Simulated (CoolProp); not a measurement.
Aqueous magnesium chloride as a coolant, 22 % by mass, freezing at -35.4 °C, 1 atm.

The numbers come from the Melinder's fits for secondary coolants in CoolProp.

```
T (°C)  Prandtl number  density (kg/m³)  cp (kJ/(kg K))  conductivity (W/(m K))
------  --------------  ---------------  --------------  ----------------------
-17.6             91.7             1210           2.920                   0.477
-12.6             72.9             1208           2.933                   0.485
-7.7              58.5             1207           2.946                   0.493
-2.7              47.1             1205           2.959                   0.502
2.3               38.2             1203           2.973                   0.511
7.3               31.2             1201           2.986                   0.519
12.2              25.9             1199           2.999                   0.528
17.2              21.6             1196           3.012                   0.537
22.2              18.2             1194           3.025                   0.545
27.1              15.6             1192           3.037                   0.553
32.1              13.4             1190           3.050                   0.562
37.1              11.8             1188           3.061                   0.570
```
